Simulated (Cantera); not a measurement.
Feed: 1 mol Ca(OH)2, 0.046 mol C, 0.27 mol H2O, at 1950 K and 8.70 bar.

Cantera equilibrium calculation (NASA polynomials, part measured and part estimated; ideal gas, pure solids and liquids). Candidate condensed phases: C, C6H6, C7H8, C8H18, Ca, CaCO3, CaO, Ca(OH)2, H2O; 115 gas species. Kinetics and transport are ignored.

Base state: H2O 0.903, H2 0.0618, CO2 0.0269, CO 0.00809, OH 0.000128, H 9.66e-5, Ca(OH)2 6.18e-5 (mole fractions); condensed: CaO(s).

What changes in the equilibrium state with this change: Ca(OH)2 replaced by MgCO3?


```
species        before     after
-----------  --------  --------
CO2            0.0269     0.729
H2O             0.903     0.201
CO            0.00809    0.0658
H2             0.0618   0.00413
Ca(OH)2       6.18e-5         0
O2            9.40e-7   1.05e-5
H             9.66e-5   2.50e-5
OH           0.000128  0.000110
CaO(s), mol     1.000         0
MgO(s), mol         0     1.000
```
Further candidate phases: Mg, MgCO3, MgO, Mg(OH)2.
